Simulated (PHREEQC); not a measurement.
## Metal-bearing waste water (model solution)

Dissolve 0.0025 mol CdCl2, 0.12 mol CuCl2, 0.0043 mol HCl and 0.22 mol NaCl per kg of water at 20 °C. Closed to the air; pH follows from the charge balance.

Equilibrium calculation in PHREEQC: ion-association model, phreeqc.dat.

| Property | Value |
|---|---|
| pH | 2.48 |
| ionic strength | 0.536 mol/kgw |
| activity of water | 0.987 |
| density | 1.022 g/cm³ |
| total alkalinity | -4.30 meq/kg |

```
species  molality  activity   log γ
-------  --------  --------  ------
Cl-         0.440     0.285  -0.189
Na+         0.220     0.158  -0.143
Cu+2       0.0962    0.0238  -0.607
CuCl+      0.0220    0.0142  -0.189
H+        0.00430   0.00328  -0.117
CuCl2     0.00182   0.00206   0.054
CdCl+     0.00122  0.000901  -0.132
```

No solid was allowed to form.
